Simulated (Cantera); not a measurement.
Feed: 1 mol Ca(OH)2, a varied amount of H2, equilibrated at 1848.15 K and 101000 Pa.

Method: chemical equilibrium by Gibbs-energy minimisation in Cantera with the NASA 1993 tables (ideal gas, pure condensed phases). Candidate condensed phases: Ca, CaO, Ca(OH)2, H2O; 14 gas species. Equilibrium is a limit: real reactors are often held back by kinetics, nucleation or transport.

log p: log10 of the partial pressure in bar; n: condensed amount in mol.

```json
[
 {"n(H2) (mol)": "0.035", "log p H2O": "-0.01", "log p H2": "-1.46", "log p H": "-4.01", "log p OH": "-3.69", "log p Ca(OH)2": "-4.56", "log p O2": "-5.25", "n CaO(s)": "1.000"},
 {"n(H2) (mol)": "0.061", "log p H2O": "-0.02", "log p H2": "___", "log p H": "___", "log p OH": "___", "log p Ca(OH)2": "-4.57", "log p O2": "___", "n CaO(s)": "1.000"},
 {"n(H2) (mol)": "0.11", "log p H2O": "-0.04", "log p H2": "-1.00", "log p H": "-3.77", "log p OH": "-3.95", "log p Ca(OH)2": "-4.59", "log p O2": "-6.24", "n CaO(s)": "1.000"},
 {"n(H2) (mol)": "0.18", "log p H2O": "-0.07", "log p H2": "-0.81", "log p H": "-3.68", "log p OH": "-4.07", "log p Ca(OH)2": "-4.61", "log p O2": "-6.67", "n CaO(s)": "1.000"},
 {"n(H2) (mol)": "0.32", "log p H2O": "-0.11", "log p H2": "-0.61", "log p H": "-3.58", "log p OH": "-4.22", "log p Ca(OH)2": "-4.66", "log p O2": "-7.17", "n CaO(s)": "1.000"},
 {"n(H2) (mol)": "0.55", "log p H2O": "-0.18", "log p H2": "-0.44", "log p H": "-3.50", "log p OH": "-4.37", "log p Ca(OH)2": "-4.73", "log p O2": "-7.64", "n CaO(s)": "1.000"},
 {"n(H2) (mol)": "0.96", "log p H2O": "-0.29", "log p H2": "-0.30", "log p H": "-3.43", "log p OH": "-4.54", "log p Ca(OH)2": "-4.83", "log p O2": "-8.12", "n CaO(s)": "1.000"},
 {"n(H2) (mol)": "1.7", "log p H2O": "-0.43", "log p H2": "-0.20", "log p H": "-3.37", "log p OH": "-4.74", "log p Ca(OH)2": "-4.97", "log p O2": "-8.62", "n CaO(s)": "1.000"},
 {"n(H2) (mol)": "2.9", "log p H2O": "___", "log p H2": "-0.12", "log p H": "-3.34", "log p OH": "___", "log p Ca(OH)2": "___", "log p O2": "___", "n CaO(s)": "1.000"},
 {"n(H2) (mol)": "5", "log p H2O": "-0.77", "log p H2": "-0.07", "log p H": "-3.31", "log p OH": "-5.14", "log p Ca(OH)2": "-5.32", "log p O2": "-9.56", "n CaO(s)": "1.000"}
]
```

Task: Some entries are withheld; supply them.

Result: 
- 2.9, log p H2O: -0.59
- 2.9, log p OH: -4.93
- 2.9, log p Ca(OH)2: -5.13
- 2.9, log p O2: -9.08
- 0.061, log p H2: -1.23
- 0.061, log p H: -3.89
- 0.061, log p OH: -3.81
- 0.061, log p O2: -5.73
